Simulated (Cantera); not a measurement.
**Reactions in the system Br-H-Mg**

Source: NASA polynomial tables (part measured, part estimated), evaluated in Cantera. Values are per mole of reaction as written; species without (g) are pure solids or liquids, kept so even where they would boil at 1 bar.

Mg + 2 HBr(g) = MgBr₂ + H₂(g)

```
T (K)  ΔH° (kJ)  ΔS° (J/K)  ΔG° (kJ)  log10 K  condensed phases
-----  --------  ---------  --------  -------  ----------------
300      -451.3     -182.0    -396.7    69.08   Mg(s), MgBr₂(s)
748      -441.4     -161.9    -320.3    22.37   Mg(s), MgBr₂(s)
848      -439.3     -159.2    -304.2    18.74   Mg(s), MgBr₂(s)
948      -445.6     -166.1    -288.2    15.88   Mg(l), MgBr₂(s)
1048     -403.3     -123.1    -274.3    13.67   Mg(l), MgBr₂(l)
1148     -399.8     -119.9    -262.1    11.93   Mg(l), MgBr₂(l)
```
